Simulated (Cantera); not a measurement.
An isothermal, constant-pressure homogeneous reactor starts with 90.1 % NH3, 9.91 % H2, at 1775 K and 2670 Pa.

Detailed kinetics in Cantera: the gas-phase N/H chemistry of the illustrative SiF4/NH3 mechanism in the Surface Chemkin manual (1991). Walls and surfaces, which speed up NH3 decomposition in real reactors, are not modelled.

One state of this run: x NH3 = 0.885; x H2 = 0.110; x NH2 = 0.000481; x NH = 3.65e-6; x N2H2 = 4.83e-6; x N = 1.02e-7. x: mole fraction; the columns are a selection and need not sum to one.

Task: Which value of t (s) does it belong to?
A. 7.00
B. 0.00195
C. 0.117
D. 0.000700

Result: C, 0.117
